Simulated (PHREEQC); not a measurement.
Brine

Make-up at 25 °C: 0.57 mol MgSO4, 0.087 mol FeCl2 and 0.17 mol MgCl2 per kg of water. Closed to the air; pH follows from the charge balance.

All values are PHREEQC results (ion-association model with all activity coefficients set to 1, phreeqc.dat), not measurements.

| Property | Value |
|---|---|
| pH | 5.71 |
| ionic strength | 0.775 mol/kgw |
| activity of water | 0.977 |

```tsv
species	molality	activity	log γ
MgSO4	0.516	0.516	0.000
Cl-	0.497	0.497	0.000
Mg+2	0.224	0.224	0.000
FeSO4	0.0443	0.0443	0.000
Fe+2	0.0254	0.0254	0.000
FeCl+	0.0174	0.0174	0.000
SO4-2	0.00982	0.00982	0.000
FeOH+	3.99e-6	3.99e-6	0.000
H+	1.96e-6	1.96e-6	0.000
```

Precipitation was switched off in this run. The ionic strength is past about 0.7 mol/kgw, beyond the range of this activity model, so the values are rough.
